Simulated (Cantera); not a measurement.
A closed system holds: 1 mol Ca(OH)2, a varied amount of CO2, equilibrated at 1998.15 K and 47.3 Torr.

Method: chemical equilibrium by Gibbs-energy minimisation in Cantera with the NASA 1993 tables (ideal gas, pure condensed phases). Candidate condensed phases: C, C6H6, C7H8, C8H18, Ca, CaCO3, CaO, Ca(OH)2, H2O; 115 gas species. Kinetics and transport are ignored.

x: gas mole fraction; n: condensed amount in mol.

```json
[
 {"n(CO2) (mol)": "0.072", "x H2O": "0.908", "x CO2": "0.0626", "x CO": "0.00391", "x O2": "0.00691", "x H2": "0.0124", "n CaO(s)": "1.000"},
 {"n(CO2) (mol)": "0.21", "x H2O": "0.804", "x CO2": "0.162", "x CO": "0.00922", "x O2": "0.00835", "x H2": "0.00997", "n CaO(s)": "1.000"},
 {"n(CO2) (mol)": "0.35", "x H2O": "0.720", "x CO2": "0.243", "x CO": "0.0130", "x O2": "0.00945", "x H2": "0.00840", "n CaO(s)": "1.000"},
 {"n(CO2) (mol)": "0.49", "x H2O": "0.652", "x CO2": "0.309", "x CO": "0.0158", "x O2": "0.0103", "x H2": "0.00728", "n CaO(s)": "1.000"},
 {"n(CO2) (mol)": "0.63", "x H2O": "0.596", "x CO2": "[?]", "x CO": "[?]", "x O2": "0.0110", "x H2": "[?]", "n CaO(s)": "1.000"},
 {"n(CO2) (mol)": "0.76", "x H2O": "0.552", "x CO2": "[?]", "x CO": "0.0196", "x O2": "0.0115", "x H2": "[?]", "n CaO(s)": "1.000"},
 {"n(CO2) (mol)": "0.9", "x H2O": "0.511", "x CO2": "0.446", "x CO": "0.0211", "x O2": "0.0120", "x H2": "0.00528", "n CaO(s)": "1.000"},
 {"n(CO2) (mol)": "1", "x H2O": "0.485", "x CO2": "0.470", "x CO": "0.0220", "x O2": "0.0123", "x H2": "0.00495", "n CaO(s)": "1.000"},
 {"n(CO2) (mol)": "1.2", "x H2O": "0.441", "x CO2": "0.514", "x CO": "0.0235", "x O2": "0.0129", "x H2": "0.00441", "n CaO(s)": "1.000"}
]
```

Some entries are withheld; supply them.


- 0.76, x CO2: 0.406
- 0.76, x H2: 0.00582
- 0.63, x CO2: 0.363
- 0.63, x CO: 0.0180
- 0.63, x H2: 0.00644
